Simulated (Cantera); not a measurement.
Feed: 1 mol Ta(OEt)5, 13 mol H2O, equilibrated at 2175 K and 5.20e-6 bar.

Cantera equilibrium calculation (NASA polynomials, part measured and part estimated; ideal gas, pure solids and liquids). Candidate condensed phases: C, C6H6, C7H8, C8H18, H2O, Ta, TaC, Ta2O5; 113 gas species. The feed counts by its element totals alone. Equilibrium is a limit: real reactors are often held back by kinetics, nucleation or transport.

Base state: H 0.636, CO 0.162, H2 0.0883, O 0.0627, TaO2 0.0166, H2O 0.0128, OH 0.0124, CO2 0.00454 (mole fractions); condensed: gas only.

Q: What changes in the equilibrium state with this change: pressure from 5.20e-6 bar to 0.000180 bar?

A: 
```tsv
species	before	after
H2	0.0883	0.393
CO	0.162	0.232
H	0.636	0.228
H2O	0.0128	0.113
O	0.0627	0.00358
CO2	0.00454	0.0128
TaO2	0.0166	0.00885
OH	0.0124	0.00881
O2	0.00385	0.000436
TaO	7.98e-5	2.15e-5
Ta2O5(l), mol	0	0.319
```

Q: What changes in the equilibrium state with this change: H2O from 13 to 29 mol?

A: 
| species | before | after |
|---|---|---|
| H | 0.636 | 0.607 |
| O | 0.0627 | 0.133 |
| CO | 0.162 | 0.0959 |
| O2 | 0.00385 | 0.0174 |
| OH | 0.0124 | 0.0252 |
| H2O | 0.0128 | 0.0248 |
| TaO2 | 0.0166 | 0.0101 |
| H2 | 0.0883 | 0.0805 |
| TaO | 7.98e-5 | 2.29e-5 |
| CO2 | 0.00454 | 0.00569 |
